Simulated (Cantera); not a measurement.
## FeS + H2 + N2 (hydrogen reduction and annealing atmospheres)

Feed: 1 mol FeS, 1.6 mol H2, 1.7 mol N2, at 0.0160 bar.

Cantera equilibrium calculation (NASA polynomials, part measured and part estimated; ideal gas, pure solids and liquids). Candidate condensed phases: Fe, FeS, FeS2, S; 16 gas species. Metal and sulfide melt together well below either melting point, which pure phases cannot show. Mutual solubility and eutectic melting of coexisting phases are not modelled. FeS: taken at fixed stoichiometry. Gases not in the tables: S3 to S7. Equilibrium is a limit: real reactors are often held back by kinetics, nucleation or transport.

| T (K) | x N2 | x H2 | x H2S | x S2 | x SH | x H | n Fe(γ) | n FeS(s) | n FeS(l) |
|---|---|---|---|---|---|---|---|---|---|
| 1250 | 0.515 | 0.482 | 0.00267 | 7.97e-6 | 9.64e-6 | 2.65e-6 | 0.00890 | 0.991 | 0 |
| 1300 | 0.515 | 0.481 | 0.00342 | 2.56e-5 | 2.27e-5 | 6.07e-6 | 0.0115 | 0.988 | 0 |
| 1350 | 0.515 | 0.480 | 0.00428 | 7.48e-5 | 5.01e-5 | 1.31e-5 | 0.0148 | 0.985 | 0 |
| 1400 | 0.515 | 0.479 | 0.00526 | 0.000202 | 0.000104 | 2.66e-5 | 0.0190 | 0.981 | 0 |
| 1450 | 0.515 | 0.478 | 0.00635 | 0.000506 | 0.000205 | 5.17e-5 | 0.0250 | 0.975 | 0 |
| 1500 | 0.514 | 0.477 | 0.00709 | 0.00105 | 0.000362 | 9.61e-5 | 0.0316 | 0 | 0.968 |
| 1550 | 0.514 | 0.476 | 0.00768 | 0.00197 | 0.000601 | 0.000172 | 0.0405 | 0 | 0.959 |
| 1600 | 0.513 | 0.474 | 0.00826 | 0.00357 | 0.000967 | 0.000296 | 0.0542 | 0 | 0.946 |
| 1650 | 0.511 | 0.471 | 0.00883 | 0.00623 | 0.00151 | 0.000493 | 0.0756 | 0 | 0.924 |
x: gas mole fraction; n: condensed amount in mol.

From 1250 K to 1450 K the condensed part is Fe(γ) + FeS(s). From 1500 K to 1650 K the condensed part is Fe(γ) + FeS(l). The main Fe-bearing gas is Fe throughout.
